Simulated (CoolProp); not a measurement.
Vapour-liquid equilibrium of hydrogen sulfide (1) + n-pentane (2) at 267.9 K; x and y are mole fractions of (1).

Computed with CoolProp (multi-fluid Helmholtz-energy mixture model, Lemmon 2006 and Thol 2019; pair parameters Kunz 2012).

```tsv
x	bubble pressure (MPa)	y at the bubble point	dew pressure at overall composition x (MPa)	liquid density (mol/L)
0.05	0.07751	0.760	0.02015	9.295
0.125	0.1794	0.901	0.02187	9.748
0.2	0.2850	0.941	0.02390	10.25
0.275	0.3821	0.958	[?]	10.81
0.35	0.4636	0.967	0.02935	11.44
0.425	0.5281	0.973	0.03312	12.16
0.5	0.5781	0.976	0.03800	12.98
0.575	0.6184	0.979	0.04455	13.93
0.65	0.6543	[?]	0.05383	15.05
0.725	[?]	0.984	0.06801	16.39
0.8	0.7314	0.987	0.09238	18.02
0.875	0.7799	[?]	0.1442	20.04
0.95	[?]	0.996	0.3296	22.63
```

Task: Some entries are withheld; supply them.

Result: 
- 0.275, dew pressure at overall composition x (MPa): 0.02635
- 0.65, y at the bubble point: 0.982
- 0.725, bubble pressure (MPa): 0.6906
- 0.875, y at the bubble point: 0.991
- 0.95, bubble pressure (MPa): 0.8380

No azeotrope shows between x = 0.05 and 0.95.

The pair parameters rest on a limited set of measurements; away from them the model extrapolates.
